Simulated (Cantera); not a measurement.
A perfectly stirred reactor is fed with CH₄ : H₂O : H₂ = 1 : 1.4 : 0.067 (molar parts), at 750 Torr; it is held at 2150 K, and followed from long to short residence time.

Detailed kinetics in Cantera: GRI-Mech 3.0 (53 species, 325 reactions).

x: mole fraction; the columns are a selection and need not sum to one.

```csv
τ (s),x CH₄,x H₂O,x H₂,x O₂,x OH
14,7.56e-5,0.0842,0.689,1.03e-8,5.53e-5
6.0,0.000172,0.0843,0.689,1.03e-8,5.52e-5
2.6,0.000377,0.0847,0.688,1.03e-8,5.53e-5
1.1,0.000796,0.0855,0.687,1.04e-8,5.57e-5
0.48,0.00152,0.0875,0.685,1.08e-8,5.69e-5
0.21,0.00271,0.0921,0.681,1.19e-8,5.99e-5
0.089,0.00459,0.102,0.672,1.42e-8,___
0.038,0.00735,0.119,0.657,1.88e-8,___
0.016,0.0114,0.148,0.633,2.72e-8,___
0.0071,0.0167,0.186,0.601,4.02e-8,___
0.0030,0.0247,0.236,0.557,6.08e-8,___
```

### Question
Complete the blanks.

### Answer

- 0.089, x OH: 6.64e-5
- 0.038, x OH: 7.81e-5
- 0.016, x OH: 9.75e-5
- 0.0071, x OH: 0.000124
- 0.0030, x OH: 0.000159
